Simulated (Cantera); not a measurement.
A Cantera script and its output.

```python
import numpy as np
import cantera as ct

surf = ct.Interface("ptcombust.yaml", "Pt_surf")
gas = surf.adjacent["gas"]
gas.TPX = 300, 31000, {'H2': 0.019, 'O2': 0.061, 'N2': 0.79}
jet = ct.ImpingingJet(gas=gas, width=0.072, surface=surf)
jet.inlet.mdot, jet.inlet.T, jet.inlet.X = 0.1, 300, {'H2': 0.019, 'O2': 0.061, 'N2': 0.79}
jet.set_refine_criteria(ratio=10, slope=0.2, curve=0.3)
show, cover = ['H2', 'O2', 'H2O', 'OH'], ["PT(S)", "H(S)", "O(S)", "OH(S)", "CO(S)", "C(S)"]

rows = []
print(f"{'Ts/K':>7s}" + "".join(f"{s:>11s}" for s in show + cover) + "   (gas at the wall, coverages)")
for i, Ts in enumerate([700, 750, 800, 850, 900, 950, 1000]):
    jet.surface.T = Ts
    if i == 0:
        surf.TP = Ts, 31000
        surf.coverages = "PT(S):0.5, O(S):0.5"
        surf.advance_coverages(1.0)
        jet.set_initial_guess(products="inlet")
    jet.solve(loglevel=0, auto=(i == 0))
    rows.append([*(jet.X[gas.species_index(s), -1] for s in show), *surf[cover].coverages])
    print(f"{Ts:7g}" + "".join(f"{x:11.3e}" for x in rows[-1]))
```

Output:

```
   Ts/K         H2         O2        H2O         OH      PT(S)       H(S)       O(S)      OH(S)      CO(S)       C(S)   (gas at the wall, coverages)
    700  9.864e-04  4.772e-02  4.022e-02  8.670e-11  4.285e-02  3.855e-09  9.527e-01  4.428e-03  3.570e-19 -4.611e-30
    750  7.879e-04  4.756e-02  4.039e-02  5.291e-10  5.584e-02  8.646e-09  9.405e-01  3.651e-03  1.425e-19  1.868e-25
    800  5.455e-04  4.734e-02  4.067e-02  2.313e-09  8.426e-02  2.383e-08  9.124e-01  3.333e-03  1.576e-18  6.062e-30
    850  3.830e-04  4.721e-02  4.080e-02  7.977e-09  1.275e-01  6.479e-08  8.694e-01  3.116e-03  1.437e-19  1.662e-23
    900  2.757e-04  4.713e-02  4.083e-02  2.489e-08  1.813e-01  1.560e-07  8.159e-01  2.873e-03  2.668e-17 -3.739e-23
    950  2.139e-04  4.710e-02  4.079e-02  6.771e-08  2.415e-01  3.322e-07  7.559e-01  2.604e-03  1.607e-18  2.758e-21
   1000  1.743e-04  4.710e-02  4.071e-02  1.675e-07  3.050e-01  6.383e-07  6.926e-01  2.328e-03  7.156e-22  5.014e-24
```

Computed with Cantera and Deutschmann's 1995 Pt surface mechanism with GRI-Mech 3.0 gas chemistry. Catalytic surfaces can have several steady states; this one follows from the mechanism file's or the stated starting coverage.
